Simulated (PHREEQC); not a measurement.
Consider water at 14 °C with 120 mmol/kgw HF, 9.2 mmol/kgw NH4F and 0.23 mmol/kgw H4SiO4. Closed to the air; pH follows from the charge balance.

All values are PHREEQC results (ion-association model, phreeqc.dat), not measurements.

Question: The ionic strength comes out as 0.0181 mol/kgw. What activity coefficients do HF2-, H+, SiF6-2, NH4+, F- get?

Answer: HF2- 0.88, H+ 0.90, SiF6-2 0.60, NH4+ 0.87, F- 0.87.

Precipitation was switched off in this run. Complexes and solids missing from the database can't appear. At this temperature some constants are extrapolated from 25 °C, and those without enthalpy data are left unchanged. SiF6-2 is the database's only silicon fluoride.
